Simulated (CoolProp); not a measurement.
Sulfur dioxide along the isobar 48 bar: fugacity coefficient from the reference equation and from simpler models built on Tc = 430.6 K, pc = 78.87 bar, ω = 0.256; each cubic takes its own stable root.

The numbers come from the reference Helmholtz-energy equation of state, Gao 2016 in CoolProp.

```tsv
T (K)	phase	reference
342.7	liquid	0.2682
365.5	liquid	0.4206
388.3	liquid	0.6095
411	gas	0.7552
433.8	gas	0.7994
456.6	gas	0.8331
479.4	gas	0.8599
502.2	gas	0.8817
525	gas	0.8998
```

**Question.** How far does each simpler model (van der Waals, Peng-Robinson) lie from the reference over these 9 states: mean and median of the absolute difference, and the worst?

**Answer.** 
- van der Waals: mean 21.1 %, median 3.0 %, worst +95.9 % at 342.7 K and 48 bar
- Peng-Robinson: mean 1.1 %, median 1.5 %, worst -1.7 % at 456.6 K and 48 bar

At some of these states van der Waals gives the other phase, because its saturation line lies elsewhere.
